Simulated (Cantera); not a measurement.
A Cantera script and what it prints.

```python
import numpy as np
import cantera as ct

gas_names = """
    CL CL2 H HCL H2 Si SiCL SiCL2 SiCL3 SiCL4 SiH SiHCL3 SiH2 SiH2CL2 SiH3 SiH3CL SiH4 Si2 Si3
""".split()
cond_names = """
    Si(cr) Si(L)
""".split()


def load(file, names, dense=False):
    # The tables refer to 1 bar. Condensed volumes are neglected.
    table = {s.name: s for s in ct.Species.list_from_file(file)}
    out = []
    for n in names:
        d = dict(table[n].input_data)
        d["thermo"] = dict(d["thermo"], **{"reference-pressure": 1e5})
        if dense:
            d["equation-of-state"] = {"model": "constant-volume", "density": "1e6 g/cm^3"}
        out.append(ct.Species.from_dict(d))
    return out


gas = ct.Solution(thermo="ideal-gas", species=load("nasa_gas.yaml", gas_names))
cond = {s.name: ct.Solution(thermo="fixed-stoichiometry", species=[s], name=s.name)
        for s in load("nasa_condensed.yaml", cond_names, dense=True)}
atoms = {
    'SiHCl3': {'Si': 1, 'H': 1, 'CL': 3},
    'H2': {'H': 2},
}
top_T = {}  # K; cautious upper limits of use, not melting points


def equilibrate(T, P, feed):
    n = {}
    for name, mol in feed.items():
        for a, k in atoms[name].items():
            n[a] = n.get(a, 0.0) + k * mol
    gas.TPX = T, P, n
    mass = sum(n.values()) * gas.mean_molecular_weight
    gas.equilibrate("TP")
    valid = [c for c in cond.values() if c.min_temp <= T <= top_T.get(c.name, c.max_temp)]
    mix = ct.Mixture([(gas, mass / gas.mean_molecular_weight)] + [(c, 0.0) for c in valid])
    mix.T, mix.P = T, P
    mix.equilibrate("TP", solver="vcs", rtol=1e-11, max_steps=5000)
    return mix


results = []
T = 2198.15  # K
P = 480  # Pa
for m in [20, 41, 84, 170, 350, 720, 1500]:
    feed = {'SiHCl3': 1, 'H2': m}  # mol
    mix = equilibrate(T, P, feed)
    results.append((T, P, feed, dict(zip(mix.species_names, mix.species_moles))))

top = {s: max(r[3][s] / sum(r[3][g] for g in gas_names) for r in results) for s in gas_names}
cols = sorted((s for s in top if top[s] > 1e-06), key=lambda s: -top[s])[:5]
seen = [c for c in cond_names if any(r[3].get(c, 0) > 1e-12 for r in results)]
print("log10 of partial pressures in bar; condensed amounts in mol")
print(f"{'n(H2)':>10s}" + "".join(f"{s[:9]:>10s}" for s in cols + seen))
for T, P, feed, n in results:
    ng = sum(n[g] for g in gas_names)
    print(f"{feed['H2']:10.4g}" + "".join(f"{np.log10(max(n[s] / ng * P / 1e5, 1e-99)):10.3f}" for s in cols)
          + "".join(f"{n.get(c, 0):10.4g}" for c in seen))
```

Output:

```
log10 of partial pressures in bar; condensed amounts in mol
     n(H2)        H2       HCL         H        Si     SiCL2
        20    -2.426    -3.323    -3.467    -3.857    -4.351
        41    -2.393    -3.560    -3.450    -4.055    -5.055
        84    -2.374    -3.835    -3.441    -4.313    -5.883
       170    -2.364    -4.127    -3.436    -4.598    -6.760
       350    -2.359    -4.434    -3.433    -4.902    -7.683
       720    -2.356    -4.744    -3.432    -5.211    -8.616
      1500    -2.355    -5.062    -3.431    -5.528    -9.569
```

Method: chemical equilibrium by Gibbs-energy minimisation in Cantera with the NASA 1993 tables (ideal gas, pure condensed phases). The tables' values for SiCl are old estimates; treat these amounts as uncertain. Gases not in the tables: Si2H6 and higher silanes.
